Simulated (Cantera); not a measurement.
An isothermal, constant-pressure homogeneous reactor starts with CO : O2 : H2O : N2 = 0.017 : 0.012 : 0.00022 : 1 (molar parts), equivalence ratio 0.71, at 950 K and 7500 Torr.

Model: GRI-Mech 3.0 (53 species, 325 reactions), integrated in Cantera.

x: mole fraction; the columns are a selection and need not sum to one.

| t (s) | x CO | x O2 | x H2O | x H2 | x H2O2 | x NO |
|---|---|---|---|---|---|---|
| 9.00e-5 | 0.0165 | 0.0117 | 0.000214 | <1e-12 | <1e-12 | <1e-12 |
| 0.000423 | 0.0165 | 0.0117 | 0.000214 | <1e-12 | <1e-12 | <1e-12 |
| 0.00198 | 0.0165 | 0.0117 | 0.000214 | <1e-12 | <1e-12 | <1e-12 |
| 0.00932 | 0.0165 | 0.0117 | 0.000214 | <1e-12 | <1e-12 | <1e-12 |
| 0.0438 | 0.0165 | 0.0117 | 0.000214 | <1e-12 | <1e-12 | <1e-12 |
| 0.206 | 0.0165 | 0.0117 | 0.000214 | 8.78e-12 | 1.51e-12 | <1e-12 |
| 0.965 | 0.0165 | 0.0117 | 0.000214 | 2.91e-10 | 4.98e-11 | <1e-12 |
| 4.53 | 0.0163 | 0.0115 | 0.000214 | ? | 7.90e-10 | <1e-12 |
| 21.3 | 0.0148 | 0.0108 | 0.000214 | ? | 9.44e-10 | <1e-12 |
| 100 | 0.00924 | 0.00804 | 0.000214 | ? | 1.04e-9 | 5.66e-12 |

### Question
Complete the blanks.

### Answer

- 4.53, x H2: 1.42e-8
- 21.3, x H2: 1.12e-7
- 100, x H2: 2.83e-7
